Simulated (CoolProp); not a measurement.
Vapour-liquid equilibrium of R22 (1) + R142b (2) at 191.3 K; x and y are mole fractions of (1).

Model: multi-fluid Helmholtz-energy mixture model, Kamei 1995 and Lemmon 2006; pair parameters Bell 2016, in CoolProp.

| x | bubble pressure, mixture model (MPa) | bubble pressure, Raoult's law (MPa) | y, mixture model | y, Raoult's law |
|---|---|---|---|---|
| 0.05 | 0.001731 | 0.001738 | 0.257 | 0.261 |
| 0.2 | … | 0.002894 | 0.610 | 0.626 |
| 0.35 | … | 0.004051 | … | 0.783 |
| 0.5 | … | 0.005208 | 0.862 | 0.870 |
| 0.65 | … | 0.006364 | … | 0.926 |
| 0.8 | 0.007385 | 0.007521 | … | 0.964 |
| 0.95 | 0.008655 | 0.008678 | … | 0.992 |

Question: Fill in the missing entries.

Answer: 
- 0.2, bubble pressure, mixture model (MPa): 0.002795
- 0.35, bubble pressure, mixture model (MPa): 0.003842
- 0.35, y, mixture model: 0.768
- 0.5, bubble pressure, mixture model (MPa): 0.004943
- 0.65, bubble pressure, mixture model (MPa): 0.006128
- 0.65, y, mixture model: 0.924
- 0.8, y, mixture model: 0.966
- 0.95, y, mixture model: 0.993

The largest gap from Raoult's law is -5.2 % in bubble pressure, at x = 0.35. No azeotrope shows between x = 0.05 and 0.95.

The pair parameters rest on a limited set of measurements; away from them the model extrapolates.
